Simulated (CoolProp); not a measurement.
Saturation properties of the fluoroketone C6F12O (FK-5-1-12).

The numbers come from the reference Helmholtz-energy equation of state, McLinden 2015 in CoolProp.

```csv
T (°C),p (MPa),vapour density (kg/m³),enthalpy of vaporisation (kJ/kg),liquid cp (kJ/(kg K))
-45.65,0.0005997,0.1003,113.8,1.097
-43.55,0.0007134,0.1183,…,1.096
-41.45,0.0008454,0.1389,112.7,1.095
-39.35,0.0009980,0.1626,112.1,1.094
-37.25,0.001174,0.1896,111.5,1.093
-35.15,0.001375,0.2202,…,1.092
-33.05,0.001606,0.2550,110.4,1.092
-30.95,0.001869,0.2943,…,1.091
-28.85,0.002168,…,109.2,1.091
-26.75,0.002506,0.3882,108.7,1.090
-24.65,…,0.4439,108.1,1.090
-22.55,0.003319,0.5061,…,1.090
-20.45,0.003803,0.5753,107.0,1.089
-18.35,0.004344,0.6522,106.4,1.089
-16.25,0.004949,…,…,1.089
```

**Question.** What belongs in the gaps?

**Answer.** 
- -43.55, enthalpy of vaporisation (kJ/kg): 113.2
- -35.15, enthalpy of vaporisation (kJ/kg): 110.9
- -30.95, enthalpy of vaporisation (kJ/kg): 109.8
- -28.85, vapour density (kg/m³): 0.3385
- -24.65, p (MPa): 0.002888
- -22.55, enthalpy of vaporisation (kJ/kg): 107.6
- -16.25, vapour density (kg/m³): 0.7375
- -16.25, enthalpy of vaporisation (kJ/kg): 105.9

It boils at 49.1 °C under 1 atm.
